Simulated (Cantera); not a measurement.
An isothermal, constant-pressure homogeneous reactor starts with C2H6 : H2 = 1 : 21 (molar parts), at 1000 K and 0.0197 atm. Integrator tolerance rtol = 1e-08.

Detailed kinetics in Cantera: GRI-Mech 3.0 (53 species, 325 reactions). GRI-Mech 3.0 stops at C3 and has no aromatics, soot or wall deposition, so with more carbon than oxygen in the feed, carbon stays in small species such as C2H2 where larger ones or solid carbon would form. Radical loss at walls, strong at low pressure, is not modelled.

Task: What does this change do: pressure from 0.0197 atm to 0.987 atm?

Result: 
```tsv
quantity	before	after
x(C2H6) at 50.0 s	0.00182 (gas-phase equilibrium 1.60e-6)	0.0253 (gas-phase equilibrium 1.60e-6)
x(H2) at 50.0 s	0.952 (gas-phase equilibrium 0.909)	0.945 (gas-phase equilibrium 0.909)
x(CH4) at 50.0 s	0.00907 (gas-phase equilibrium 0.0908)	0.0195 (gas-phase equilibrium 0.0909)
x(C2H) at 50.0 s	<1e-12 (gas-phase equilibrium <1e-12)	<1e-12 (gas-phase equilibrium <1e-12)
x(C2H4) at 50.0 s	0.0363 (gas-phase equilibrium 3.28e-5)	0.00998 (gas-phase equilibrium 6.57e-7)
x(CH2) at 50.0 s	<1e-12 (gas-phase equilibrium <1e-12)	<1e-12 (gas-phase equilibrium <1e-12)
x(C2H2) at 50.0 s	0.00107 (gas-phase equilibrium 3.53e-6)	2.10e-5 (gas-phase equilibrium 1.41e-9)
```

Task: What does this change do: temperature 1000 to 1125 K?

Result: 
| quantity | before | after |
|---|---|---|
| x(C2H6) at 50.0 s | 0.00182 (gas-phase equilibrium 1.60e-6) | 0.000126 (gas-phase equilibrium 4.02e-6) |
| x(H2) at 50.0 s | 0.952 (gas-phase equilibrium 0.909) | 0.947 (gas-phase equilibrium 0.911) |
| x(CH4) at 50.0 s | 0.00907 (gas-phase equilibrium 0.0908) | 0.0197 (gas-phase equilibrium 0.0881) |
| x(C2H) at 50.0 s | <1e-12 (gas-phase equilibrium <1e-12) | 3.68e-12 (gas-phase equilibrium <1e-12) |
| x(C2H4) at 50.0 s | 0.0363 (gas-phase equilibrium 3.28e-5) | 0.0179 (gas-phase equilibrium 0.000558) |
| x(CH2) at 50.0 s | <1e-12 (gas-phase equilibrium <1e-12) | 1.32e-12 (gas-phase equilibrium <1e-12) |
| x(C2H2) at 50.0 s | 0.00107 (gas-phase equilibrium 3.53e-6) | 0.0154 (gas-phase equilibrium 0.000729) |

Task: What does this change do: temperature 1000 to 1575 K?

Result: 
```tsv
quantity	before	after
x(C2H6) at 50.0 s	0.00182 (gas-phase equilibrium 1.60e-6)	3.72e-8 (gas-phase equilibrium 1.04e-8)
x(H2) at 50.0 s	0.952 (gas-phase equilibrium 0.909)	0.956 (gas-phase equilibrium 0.957)
x(CH4) at 50.0 s	0.00907 (gas-phase equilibrium 0.0908)	0.00370 (gas-phase equilibrium 0.00149)
x(C2H) at 50.0 s	<1e-12 (gas-phase equilibrium <1e-12)	3.49e-8 (gas-phase equilibrium 3.62e-8)
x(C2H4) at 50.0 s	0.0363 (gas-phase equilibrium 3.28e-5)	0.000106 (gas-phase equilibrium 0.000108)
x(CH2) at 50.0 s	<1e-12 (gas-phase equilibrium <1e-12)	6.04e-9 (gas-phase equilibrium 2.50e-9)
x(C2H2) at 50.0 s	0.00107 (gas-phase equilibrium 3.53e-6)	0.0399 (gas-phase equilibrium 0.0409)
```
